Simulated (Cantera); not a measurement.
A freely propagating, adiabatic, planar premixed flame of CH₄ : C₂H₆ : O₂ : N₂ = 1 : 0.67 : 4.35 : 18.7 (molar parts), equivalence ratio 1.00, unburnt at 525 K and 1.00 bar; mixture-averaged transport, grid criteria slope 0.08 and curve 0.16, no radiation.

Computed with Cantera and GRI-Mech 3.0 (53 species, 325 reactions). Burning velocities carry a grid error of a few per cent, more on coarse grids.

Task: Predict: laminar burning velocity; thermal thickness.

Result: 
```json
{
  "laminar_burning_velocity": "84.5 cm/s",
  "thermal_thickness": "0.385 mm"
}
```
